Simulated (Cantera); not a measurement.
A perfectly stirred reactor is fed with C₂H₆ : N₂ = 0.23 : 83 (molar parts), at 240 Torr; it is held at 1325 K, and followed from long to short residence time.

Cantera simulation using GRI-Mech 3.0 (53 species, 325 reactions); the numbers are that mechanism's predictions, not measurements. GRI-Mech 3.0 stops at C3 and has no aromatics, soot or wall deposition, so with more carbon than oxygen in the feed, carbon stays in small species such as C2H2 where larger ones or solid carbon would form.

x: mole fraction; the columns are a selection and need not sum to one.

```csv
τ (s),x C₂H₆,x CH₄,x CH₃,x CH₂,x HCN
17,8.14e-6,0.000786,3.51e-6,4.88e-10,3.44e-8
5.0,?,?,?,?,?
1.4,?,?,?,?,?
0.41,8.57e-5,0.000480,1.03e-5,5.95e-9,5.31e-8
0.12,0.000208,0.000424,1.62e-5,1.34e-8,5.50e-8
0.034,0.000553,0.000328,2.73e-5,2.91e-8,5.27e-8
0.0098,0.00133,0.000168,4.33e-5,4.70e-8,4.10e-8
0.0028,0.00222,4.77e-5,5.05e-5,4.60e-8,2.37e-8
0.00081,0.00264,8.53e-6,3.67e-5,2.20e-8,6.15e-9
```

Task: Fill in the missing entries.

Result: 
- 5.0, x C₂H₆: 1.73e-5
- 5.0, x CH₄: 0.000660
- 5.0, x CH₃: 4.92e-6
- 5.0, x CH₂: 1.12e-9
- 5.0, x HCN: 4.13e-8
- 1.4, x C₂H₆: 3.80e-5
- 1.4, x CH₄: 0.000551
- 1.4, x CH₃: 7.02e-6
- 1.4, x CH₂: 2.62e-9
- 1.4, x HCN: 4.83e-8
